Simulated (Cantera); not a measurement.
Feed: 1 mol SF6, 4.9 mol H2, held at 2973.15 K and 10.0 Torr.

Cantera equilibrium calculation (NASA polynomials, part measured and part estimated; ideal gas, pure solids and liquids). Candidate condensed phases: S; 24 gas species. Rates play no part.

Base state: HF 0.557, H 0.281, S 0.0890, H2 0.0497, F 0.0185, SH 0.00297, S2 0.00194, SF 3.69e-5 (mole fractions); condensed: gas only.

**Question.** What changes in the equilibrium state with this change: temperature from 2973.15 K to 650 K?

**Answer.** 
```json
[
 {"species": "HF", "before": "0.557", "after": "0.759"},
 {"species": "H2S", "before": "2.52e-5", "after": "0.127"},
 {"species": "H2", "before": "0.0497", "after": "0.114"},
 {"species": "H", "before": "0.281", "after": "<1e-9"},
 {"species": "S", "before": "0.0890", "after": "<1e-9"},
 {"species": "F", "before": "0.0185", "after": "<1e-9"},
 {"species": "SH", "before": "0.00297", "after": "<1e-9"},
 {"species": "S2", "before": "0.00194", "after": "4.95e-8"},
 {"species": "SF", "before": "3.69e-5", "after": "<1e-9"}
]
```

**Question.** What changes in the equilibrium state with this change: SF6 replaced by CO2?

**Answer.** 
| species | before | after |
|---|---|---|
| H | 0.281 | 0.575 |
| H2 | 0.0497 | 0.209 |
| CO | 0 | 0.108 |
| HF | 0.557 | 0 |
| S | 0.0890 | 0 |
| O | 0 | 0.0457 |
| H2O | 0 | 0.0302 |
| OH | 0 | 0.0270 |
| F | 0.0185 | 0 |
| SH | 0.00297 | 0 |
| O2 | 0 | 0.00262 |
Further candidate phases: C, C6H6, C7H8, C8H18, H2O.
